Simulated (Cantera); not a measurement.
**Low-pressure radical oxidation in H2/O2**

An isothermal, constant-pressure homogeneous reactor starts with H2 : O2 = 0.34 : 1 (molar parts), equivalence ratio 0.17, at 1400 K and 0.00168 atm.

Cantera simulation using the H2/O2 subset of GRI-Mech 3.0, which has no nitrogen chemistry; the numbers are that mechanism's predictions, not measurements. Radical loss at walls, strong at low pressure, is not modelled. The temperature is held fixed by assumption; the heat of reaction is taken as removed at once.

```
t (s)        x H2   x O2    x H2O2      x H     x H2O      x O
--------  -------  -----  --------  -------  --------  -------
0.000400    0.254  0.746  5.28e-10  2.94e-7   2.12e-7  1.44e-7
0.000868    0.254  0.746   2.42e-9  1.99e-6   2.62e-6  1.12e-6
0.00188     0.254  0.746   1.07e-8  9.24e-5  0.000145  5.34e-5
0.00408    0.0812  0.645   4.44e-8   0.0713     0.124   0.0531
0.00885    0.0153  0.593   3.26e-8   0.0838     0.187    0.101
0.0192     0.0152  0.594   3.27e-8   0.0828     0.187    0.101
0.0417     0.0150  0.596   3.31e-8   0.0807     0.189   0.0989
0.0904     0.0147  0.600   3.38e-8   0.0764     0.194   0.0951
0.196      0.0138  0.609   3.52e-8   0.0675     0.202   0.0872
0.425      0.0120  0.627   3.75e-8   0.0510     0.219   0.0718
0.922     0.00833  0.657   3.90e-8   0.0269     0.246   0.0465
2.00      0.00363  0.687   3.31e-8  0.00714     0.272   0.0191
```
x: mole fraction; the columns are a selection and need not sum to one.

Equilibrium at this temperature and pressure: H2 3.80e-6, O2 0.709, H2O2 1.13e-9, H 2.32e-7, H2O 0.290, O 1.95e-5 (gas phase only).
